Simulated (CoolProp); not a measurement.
Vapour-liquid equilibrium of R113 (1) + n-heptane (2) at 11.5 bar; x and y are mole fractions of (1).

Computed with CoolProp (multi-fluid Helmholtz-energy mixture model, Marx 1992 and Span 2003; pair parameters Bell 2016).

| x | bubble temperature, mixture model (°C) | bubble temperature, Raoult's law (°C) | y, mixture model | y, Raoult's law |
|---|---|---|---|---|
| 0.05 | 204.5 | 204.4 | 0.100 | 0.128 |
| 0.2 | 190.8 | 190.9 | 0.357 | 0.418 |
| 0.35 | 179.2 | 179.8 | 0.550 | 0.615 |
| 0.5 | 169.5 | 170.3 | 0.693 | 0.753 |
| 0.65 | 161.5 | 162.1 | 0.804 | 0.853 |
| 0.8 | 154.7 | 155.0 | 0.894 | 0.928 |
| 0.95 | 148.6 | 148.7 | 0.974 | 0.984 |

The largest gap from Raoult's law is -0.8 K in bubble temperature, at x = 0.5. No azeotrope shows between x = 0.05 and 0.95.

The pair parameters rest on a limited set of measurements; away from them the model extrapolates.
